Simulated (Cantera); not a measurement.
A perfectly stirred reactor is fed with 49.0 % CH₄, 38.2 % CO₂, 12.7 % H₂, at 0.217 atm; it is held at 2023 K, and followed from long to short residence time.

Detailed kinetics in Cantera: GRI-Mech 3.0 (53 species, 325 reactions).

One state of this run: x CH₄ = 0.0115; x CO₂ = 0.0123; x H₂ = 0.491; x CH₂O = 1.99e-6; x HO₂ = 3.72e-12. x: mole fraction; the columns are a selection and need not sum to one.

**Question.** Which value of τ (s) does it belong to?
A) 0.10
B) 19
C) 0.59
D) 3.3

**Answer.** A, 0.10
